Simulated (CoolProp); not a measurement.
Vapour-liquid equilibrium of cyclohexane (1) + ethylbenzene (2) at 0.863 MPa; x and y are mole fractions of (1).

Values from CoolProp's multi-fluid Helmholtz-energy mixture model, Zhou 2014 and Zhou 2012; pair parameters Bell 2016.

```tsv
x	bubble temperature (K)	y at the bubble point	dew temperature at overall composition x (K)	liquid density (mol/L)
0.05	507.0	0.113	510.1	6.136
0.2	492.3	0.389	502.6	6.361
0.35	480.0	0.583	494.5	6.562
0.5	470.0	0.721	485.5	6.743
0.65	461.8	0.824	475.3	6.911
0.8	454.8	0.906	463.7	7.074
0.95	448.6	0.977	451.0	7.241
```

No azeotrope shows between x = 0.05 and 0.95.

Pair parameters are fitted to limited data, so mixtures are less certain than the pure fluids.
